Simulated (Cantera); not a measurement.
A closed system holds: 1 mol HMDSO, 0.15 mol NO, 23 mol N2, held at 13.3 mbar.

These are equilibrium values from Cantera (NASA tables, ideal gas, pure condensed phases), not measurements of a reactor. Candidate condensed phases: C, C6H6, C7H8, C8H18, H2O, Si, SiC, SiO2, Si2N2O, Si3N4; 151 gas species. The feed counts by its element totals alone. Mutual solubility and eutectic melting of coexisting phases are not modelled. Equilibrium is a limit: real reactors are often held back by kinetics, nucleation or transport.

log p: log10 of the partial pressure in bar; n: condensed amount in mol.

| T (°C) | log p N2 | log p H2 | log p CO | log p HCN | log p H | log p SiO | n C(graphite) | n Si2N2O(s) | n SiC(s) |
|---|---|---|---|---|---|---|---|---|---|
| 1100 | -2.03 | -2.42 | -4.19 | -5.62 | -6.69 | -7.90 | 5.84 | 1.000 | 0 |
| 1125 | -2.03 | -2.42 | -4.19 | -5.53 | -6.53 | -7.62 | 5.84 | 1.000 | 0 |
| 1150 | -2.03 | -2.42 | -4.19 | -5.45 | -6.39 | -7.34 | 5.84 | 1.000 | 0 |
| 1175 | -2.03 | -2.42 | -4.19 | -5.36 | -6.24 | -7.08 | 5.84 | 1.000 | 0 |
| 1200 | -2.03 | -2.42 | -3.94 | -5.28 | -6.11 | -6.70 | 5.48 | 0.881 | 0.238 |
| 1225 | -2.03 | -2.43 | -3.54 | -5.21 | -5.98 | -6.25 | 4.20 | 0.454 | 1.09 |
| 1250 | -2.03 | -2.44 | -3.34 | -5.14 | -5.86 | -6.00 | 2.84 | 0 | 2.00 |
| 1275 | -2.03 | -2.44 | -3.34 | [?] | [?] | -5.96 | 2.83 | 0 | 2.00 |
| 1300 | -2.03 | -2.44 | -3.34 | [?] | [?] | -5.92 | 2.83 | 0 | 2.00 |
| 1325 | -2.03 | -2.44 | -3.34 | -4.93 | -5.50 | -5.88 | 2.83 | 0 | 2.00 |

Problem. Complete the blanks.

Solution. 
- 1300, log p HCN: -5.00
- 1300, log p H: -5.61
- 1275, log p HCN: -5.07
- 1275, log p H: -5.73
